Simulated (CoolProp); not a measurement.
Vapour-liquid equilibrium of n-octane (1) + n-dodecane (2) at 0.282 MPa; x and y are mole fractions of (1).

Values from CoolProp's multi-fluid Helmholtz-energy mixture model, Beckmüller 2019 and Lemmon 2004; pair parameters Bell 2016.

```tsv
x	bubble temperature, mixture model (°C)	bubble temperature, Raoult's law (°C)	y, mixture model	y, Raoult's law
0.05	256.2	253.1	0.170	0.239
0.15	(withheld)	234.6	0.436	0.537
0.25	227.0	220.3	0.621	0.704
0.35	214.9	208.8	0.746	0.805
0.45	204.4	199.4	0.832	0.870
0.55	195.3	191.5	0.890	0.914
0.65	(withheld)	184.7	0.930	0.944
0.75	(withheld)	178.9	0.959	0.966
0.85	174.7	173.7	0.979	0.983
0.95	169.4	169.1	0.994	0.995
```

Q: Fill in the missing entries.

A: 
- 0.15, bubble temperature, mixture model (°C): 240.8
- 0.65, bubble temperature, mixture model (°C): 187.5
- 0.75, bubble temperature, mixture model (°C): 180.6

The largest gap from Raoult's law is +6.7 K in bubble temperature, at x = 0.25. No azeotrope shows between x = 0.05 and 0.95.

The pair parameters rest on a limited set of measurements; away from them the model extrapolates.
